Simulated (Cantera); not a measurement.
Charge: 1 mol C2H5OH, a varied amount of H2, 0.33 mol N2, equilibrated at 1925 K and 140000 Pa.

Method: chemical equilibrium by Gibbs-energy minimisation in Cantera with the NASA 1993 tables (ideal gas, pure condensed phases). Candidate condensed phases: C, C6H6, C7H8, C8H18, H2O; 136 gas species. Rates play no part.

### Question
What share of the C ends up in condensed phases as a function of n(H2) (mol), at 0.34, 0.64, 1.2, 2.3, 4.3, 8.1, 15, 29, 55?

### Answer
| n(H2) (mol) | C condensed (%) | as |
|---|---|---|
| 0.34 | 49.2 | C(graphite) |
| 0.64 | 49.1 | C(graphite) |
| 1.2 | 49.0 | C(graphite) |
| 2.3 | 48.9 | C(graphite) |
| 4.3 | 48.6 | C(graphite) |
| 8.1 | 48.1 | C(graphite) |
| 15 | 47.2 | C(graphite) |
| 29 | 45.6 | C(graphite) |
| 55 | 42.8 | C(graphite) |
